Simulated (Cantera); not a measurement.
A perfectly stirred reactor is fed with CH4 : O2 : N2 = 1 : 2.44 : 23.7 (molar parts), equivalence ratio 0.82, at 7500 Torr; it is adiabatic with a 698 K inlet, and is followed from long to short residence time, starting on the burning branch (τ in s: 0.38, 0.12, 0.036, 0.011, 0.0034, 0.001, 0.00032, 9.9e-05, 3e-05).

Detailed kinetics in Cantera: GRI-Mech 3.0 (53 species, 325 reactions).

Q: Predict: blow-out, bracketed by the residence times tried; x(CH4) at τ = 0.380 s; x(O2) at τ = 0.380 s; x(N2O) at τ = 0.380 s; x(H2O2) at τ = 0.380 s; x(C2H2) at τ = 0.380 s; x(CH4) at τ = 3.40 ms; x(O2) at τ = 3.40 ms; x(N2O) at τ = 3.40 ms; x(H2O2) at τ = 3.40 ms; x(C2H2) at τ = 3.40 ms.

A: 
- blow-out, bracketed by the residence times tried: burning at 3.40 ms, out at 1.00 ms
- x(CH4) at τ = 0.380 s: 5.93e-6
- x(O2) at τ = 0.380 s: 0.0162
- x(N2O) at τ = 0.380 s: 4.13e-7
- x(H2O2) at τ = 0.380 s: 3.52e-8
- x(C2H2) at τ = 0.380 s: 2.24e-8
- x(CH4) at τ = 3.40 ms: 0.000401
- x(O2) at τ = 3.40 ms: 0.0193
- x(N2O) at τ = 3.40 ms: 1.11e-6
- x(H2O2) at τ = 3.40 ms: 4.95e-7
- x(C2H2) at τ = 3.40 ms: 2.94e-6
